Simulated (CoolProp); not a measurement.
A simple Rankine cycle with R11: condensing at 325.15 K, boiler at 1.16 MPa, turbine inlet 430 K, turbine efficiency 0.9, pump efficiency 0.7, no recuperator. Each further row changes one setting.

Values from CoolProp's reference Helmholtz-energy equation of state, Jacobsen 1992.

```json
[
 {"case": "as stated", "thermal efficiency (%)": "12.9", "net work (kJ/kg)": "29.4", "heat in (kJ/kg)": "228", "turbine exit temperature (K)": "369.7", "volume ratio over the turbine": "___"},
 {"case": "turbine inlet 450 K", "thermal efficiency (%)": "12.9", "net work (kJ/kg)": "31.4", "heat in (kJ/kg)": "243", "turbine exit temperature (K)": "___", "volume ratio over the turbine": "4.35"},
 {"case": "condensing temperature 317.15 K", "thermal efficiency (%)": "14.4", "net work (kJ/kg)": "___", "heat in (kJ/kg)": "236", "turbine exit temperature (K)": "361.7", "volume ratio over the turbine": "5.50"},
 {"case": "boiler pressure 0.812 MPa", "thermal efficiency (%)": "10.2", "net work (kJ/kg)": "23.8", "heat in (kJ/kg)": "___", "turbine exit temperature (K)": "384.8", "volume ratio over the turbine": "___"},
 {"case": "turbine efficiency 0.8", "thermal efficiency (%)": "___", "net work (kJ/kg)": "26.0", "heat in (kJ/kg)": "228", "turbine exit temperature (K)": "374.9", "volume ratio over the turbine": "4.47"}
]
```

Task: Complete the blanks.

Result: 
- as stated, volume ratio over the turbine: 4.40
- turbine inlet 450 K, turbine exit temperature (K): 389.0
- condensing temperature 317.15 K, net work (kJ/kg): 33.8
- boiler pressure 0.812 MPa, heat in (kJ/kg): 233
- boiler pressure 0.812 MPa, volume ratio over the turbine: 3.07
- turbine efficiency 0.8, thermal efficiency (%): 11.4
